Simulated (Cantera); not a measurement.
An adiabatic, constant-volume homogeneous reactor starts with C3H8 : O2 : N2 = 1 : 3.33 : 12.5 (molar parts), at 1075 K and 500000 Pa.

Computed with Cantera and GRI-Mech 3.0 (53 species, 325 reactions). GRI-Mech 3.0 was tuned for natural gas; its chemistry of propane as a main component is partial and can be far from experiment.

x: mole fraction; the columns are a selection and need not sum to one.

```tsv
t (s)	T (K)	P (bar)	x C3H8	x O2	x NO	x OH	x CO2	x CH4	x CH2O
7.00e-6	1075	5.00	0.0594	0.198	<1e-12	8.06e-12	<1e-12	2.33e-9	4.19e-10
1.73e-5	1075	5.00	0.0594	0.198	<1e-12	2.04e-11	<1e-12	1.47e-8	2.77e-9
4.28e-5	1075	5.00	0.0594	0.198	<1e-12	6.27e-11	<1e-12	9.42e-8	1.97e-8
0.000106	1075	5.00	0.0594	0.198	<1e-12	2.29e-10	4.93e-12	6.34e-7	1.58e-7
0.000261	1075	5.00	0.0594	0.198	<1e-12	7.68e-10	1.10e-10	4.42e-6	1.34e-6
0.000646	1075	5.00	0.0594	0.198	<1e-12	1.29e-9	1.19e-9	2.36e-5	7.43e-6
0.00160	1075	5.00	0.0593	0.198	<1e-12	1.52e-9	5.15e-9	8.07e-5	2.50e-5
0.00395	1075	5.00	0.0590	0.198	<1e-12	___	___	___	___
0.00975	1075	5.01	0.0581	0.197	<1e-12	2.82e-9	8.19e-8	0.000661	0.000209
0.0241	1080	5.05	0.0541	0.195	<1e-12	___	___	___	___
0.0596	2905	15.8	<1e-12	0.000390	0.00164	0.00529	0.0384	3.03e-11	4.19e-8
0.147	2905	15.8	<1e-12	0.000390	0.00164	0.00529	0.0384	3.03e-11	4.19e-8
0.364	2905	15.8	<1e-12	0.000390	0.00164	0.00529	0.0384	3.03e-11	4.19e-8
0.900	2905	15.8	<1e-12	0.000390	0.00164	0.00529	0.0384	3.03e-11	4.19e-8
```

Task: Fill in the missing entries.

Result: 
- 0.00395, x OH: 1.82e-9
- 0.00395, x CO2: 1.76e-8
- 0.00395, x CH4: 0.000232
- 0.00395, x CH2O: 7.18e-5
- 0.0241, x OH: 1.26e-8
- 0.0241, x CO2: 2.12e-6
- 0.0241, x CH4: 0.00236
- 0.0241, x CH2O: 0.000887
